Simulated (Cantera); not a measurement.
## Thermodynamics of iron carbonyl, mercury and lead vapours, feed Pb + CO + H2

Input: 1 mol Pb, 0.034 mol CO, 0.71 mol H2, equilibrated at 1.80 mbar.

Method: chemical equilibrium by Gibbs-energy minimisation in Cantera with the NASA 1993 tables (ideal gas, pure condensed phases). Candidate condensed phases: C, C6H6, C7H8, C8H18, H2O, Pb, PbO, PbO2, Pb3O4; 113 gas species. Equilibrium is a limit: real reactors are often held back by kinetics, nucleation or transport.

| T (°C) | log p H2 | log p Pb | log p CO | log p CH4 | log p H2O | log p CO2 | log p H | n C(graphite) | n Pb(l) |
|---|---|---|---|---|---|---|---|---|---|
| 500 | -2.77 | -7.64 | -4.13 | -5.21 | -5.22 | -5.87 | -13.43 | 0.000486 | 1.000 |
| 600 | -2.77 | -6.20 | -4.09 | -6.03 | -6.08 | -6.98 | -11.71 | 0 | 1.000 |
| 700 | -2.77 | -5.06 | -4.09 | -6.73 | -6.76 | -7.87 | -10.35 | 0 | 0.996 |
| 800 | -2.78 | -4.14 | -4.10 | -7.33 | -7.35 | -8.63 | -9.25 | 0 | 0.969 |
| 900 | -2.88 | -3.37 | -4.20 | -7.99 | -8.01 | -9.43 | -8.37 | 0 | 0.772 |
| 1000 | -3.14 | -2.99 | -4.45 | -8.91 | -8.91 | -10.44 | -7.71 | 0 | 0 |
| 1100 | -3.14 | -2.99 | -4.45 | -9.28 | -9.21 | -10.85 | -7.05 | 0 | 0 |
| 1200 | -3.14 | -2.99 | -4.45 | -9.66 | -9.41 | -11.12 | -6.47 | 0 | 0 |
| 1300 | -3.14 | -2.99 | -4.45 | -10.07 | -9.51 | -11.29 | -5.96 | 0 | 0 |
log p: log10 of the partial pressure in bar; n: condensed amount in mol.

At 500 °C the condensed part is C(graphite) + Pb(l). From 600 °C to 900 °C the condensed part is Pb(l). From 1000 °C to 1300 °C nothing is condensed. The main Pb-bearing gas is Pb throughout.
